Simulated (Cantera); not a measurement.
**Thermodynamics of oxide etching and cleaning by halides, feed Al2O3 + HCl + N2**

Feed: 1 mol Al2O3, 8.3 mol HCl, 4.6 mol N2, at 1.00 bar.

These are equilibrium values from Cantera (NASA tables, ideal gas, pure condensed phases), not measurements of a reactor. Candidate condensed phases: Al, AlCl3, AlN, Al2O3, H2O, NH4Cl; 45 gas species. The tables' values for AlCl2 are old estimates; treat these amounts as uncertain. Condensed phases not in the tables: AlOCl. Kinetics and transport are ignored.

From 627 °C to 1527 °C the condensed part is Al2O3(s). The main Al-bearing gas is AlCl3 throughout.

```csv
T (°C),log p HCl,log p N2,log p H2O,log p AlCl3,log p Cl,log p H2,log p Cl2,log p H,n Al2O3(s)
627,-0.19,-0.45,-3.88,-4.06,-7.14,-6.00,-6.01,<-12,0.999
727,-0.19,-0.45,-3.51,-3.69,-6.15,-5.43,-5.48,-11.36,0.999
827,-0.19,-0.45,-3.21,-3.39,-5.35,-4.96,-5.06,-10.07,0.997
927,-0.19,-0.45,-2.96,-3.14,-4.69,-4.54,-4.73,-8.97,0.995
1027,-0.19,-0.45,-2.75,-2.93,-4.14,-4.16,-4.48,-8.04,0.992
1127,-0.19,-0.45,-2.58,-2.75,-3.69,-3.81,-4.28,-7.22,0.989
1227,-0.20,-0.45,-2.42,-2.60,-3.30,-3.49,-4.13,-6.50,0.984
1327,-0.20,-0.45,-2.29,-2.47,-2.97,-3.20,-4.02,-5.86,0.978
1427,-0.20,-0.45,-2.18,-2.36,-2.68,-2.93,-3.92,-5.30,0.972
1527,-0.21,-0.45,-2.08,-2.26,-2.42,-2.69,-3.84,-4.79,0.965
```
log p: log10 of the partial pressure in bar; n: condensed amount in mol.
